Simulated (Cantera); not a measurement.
What does this Cantera script print?

```python
import numpy as np
import cantera as ct

gas_names = """
    CL CL2 H HCL H2 N NH NH2 NH3 N2 N2H2 N2H4 Si SiCL SiCL2 SiCL3 SiCL4 SiH SiHCL3 SiH2 SiH2CL2 SiH3
    SiH3CL SiH4 SiN Si2 Si2N Si3
""".split()
cond_names = """
    NH4CL(a) NH4CL(b) Si(cr) Si(L) Si3N4(a)
""".split()


def load(file, names, dense=False):
    # The tables refer to 1 bar. Condensed volumes are neglected.
    table = {s.name: s for s in ct.Species.list_from_file(file)}
    out = []
    for n in names:
        d = dict(table[n].input_data)
        d["thermo"] = dict(d["thermo"], **{"reference-pressure": 1e5})
        if dense:
            d["equation-of-state"] = {"model": "constant-volume", "density": "1e6 g/cm^3"}
        out.append(ct.Species.from_dict(d))
    return out


gas = ct.Solution(thermo="ideal-gas", species=load("nasa_gas.yaml", gas_names))
cond = {s.name: ct.Solution(thermo="fixed-stoichiometry", species=[s], name=s.name)
        for s in load("nasa_condensed.yaml", cond_names, dense=True)}
atoms = {
    'SiH2Cl2': {'Si': 1, 'H': 2, 'CL': 2},
    'N2': {'N': 2},
}
top_T = {'Si3N4(a)': 2400}  # K; cautious upper limits of use, not melting points


def equilibrate(T, P, feed):
    n = {}
    for name, mol in feed.items():
        for a, k in atoms[name].items():
            n[a] = n.get(a, 0.0) + k * mol
    gas.TPX = T, P, n
    mass = sum(n.values()) * gas.mean_molecular_weight
    gas.equilibrate("TP")
    valid = [c for c in cond.values() if c.min_temp <= T <= top_T.get(c.name, c.max_temp)]
    mix = ct.Mixture([(gas, mass / gas.mean_molecular_weight)] + [(c, 0.0) for c in valid])
    mix.T, mix.P = T, P
    mix.equilibrate("TP", solver="vcs", rtol=1e-11, max_steps=5000)
    return mix


results = []
feed = {'SiH2Cl2': 1, 'N2': 58}  # mol
P = 250  # Pa
for T in [800, 900, 1000, 1100, 1200, 1300, 1400, 1500, 1600, 1700, 1800]:
    mix = equilibrate(T, P, feed)
    results.append((T, P, feed, dict(zip(mix.species_names, mix.species_moles))))

top = {s: max(r[3][s] / sum(r[3][g] for g in gas_names) for r in results) for s in gas_names}
cols = sorted((s for s in top if top[s] > 1e-06), key=lambda s: -top[s])[:5]
seen = [c for c in cond_names if any(r[3].get(c, 0) > 1e-12 for r in results)]
print("log10 of partial pressures in bar; condensed amounts in mol")
print(f"{'T/K':>10s}" + "".join(f"{s[:9]:>10s}" for s in cols + seen))
for T, P, feed, n in results:
    ng = sum(n[g] for g in gas_names)
    print(f"{T:10.4g}" + "".join(f"{np.log10(max(n[s] / ng * P / 1e5, 1e-99)):10.3f}" for s in cols)
          + "".join(f"{n.get(c, 0):10.4g}" for c in seen))
```

Result:

```
log10 of partial pressures in bar; condensed amounts in mol
       T/K        N2       HCL        H2     SiCL2     SiCL4     Si(L)  Si3N4(a)
       800    -2.616    -4.208    -4.952   -12.152    -5.253         0    0.2892
       900    -2.616    -4.188    -5.011   -10.124    -5.312         0    0.2948
      1000    -2.616    -4.175    -5.058    -8.509    -5.361         0    0.2987
      1100    -2.616    -4.166    -5.094    -7.196    -5.410         0     0.301
      1200    -2.616    -4.163    -5.107    -6.133    -5.502         0    0.2984
      1300    -2.617    -4.181    -5.040    -5.354    -5.813         0    0.2775
      1400    -2.617    -4.250    -4.857    -4.923    -6.545         0    0.2291
      1500    -2.617    -4.375    -4.682    -4.699    -7.472         0    0.1703
      1600    -2.617    -4.536    -4.567    -4.572    -8.415         0    0.1175
      1700    -2.617    -4.714    -4.499    -4.500    -9.322         0   0.07343
      1800    -2.618    -4.745    -4.501    -4.500    -9.876    0.1316         0
```

Method: chemical equilibrium by Gibbs-energy minimisation in Cantera with the NASA 1993 tables (ideal gas, pure condensed phases). N2 is the only nitrogen source here; it is nearly inert below about 1500 K, so the nitride shown seldom forms there in practice. The tables' values for SiCl3, SiCl, SiN are old estimates; treat these amounts as uncertain.
